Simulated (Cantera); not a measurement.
Input: 1 mol B, 0.41 mol O2, a varied amount of N2, equilibrated at 1725 K and 188 Torr.

Cantera equilibrium calculation (NASA polynomials, part measured and part estimated; ideal gas, pure solids and liquids). Candidate condensed phases: B, BN, B2O3; 17 gas species. Mutual solubility and eutectic melting of coexisting phases are not modelled. Rates play no part.

**Question.** Which condensed phases are stable at each of these points (n(N2) (mol)): 0.33, 0.57, 0.99, 1.7, 2.9, 5, 8.6, 15, 26, 44, 76?

**Answer.** 
| n(N2) (mol) | condensed phases | B condensed (%) |
|---|---|---|
| 0.33 | BN(s) + B2O3(l) | 99.9 |
| 0.57 | BN(s) + B2O3(l) | 99.7 |
| 0.99 | BN(s) + B2O3(l) | 99.3 |
| 1.7 | BN(s) + B2O3(l) | 98.6 |
| 2.9 | BN(s) + B2O3(l) | 97.4 |
| 5 | BN(s) + B2O3(l) | 95.3 |
| 8.6 | BN(s) + B2O3(l) | 91.8 |
| 15 | BN(s) + B2O3(l) | 85.5 |
| 26 | BN(s) + B2O3(l) | 74.8 |
| 44 | BN(s) + B2O3(l) | 57.1 |
| 76 | BN(s) | 44.2 |

From 0.33 mol N2 to 44 mol N2 the condensed part is BN(s) + B2O3(l). At 76 mol N2 the condensed part is BN(s).
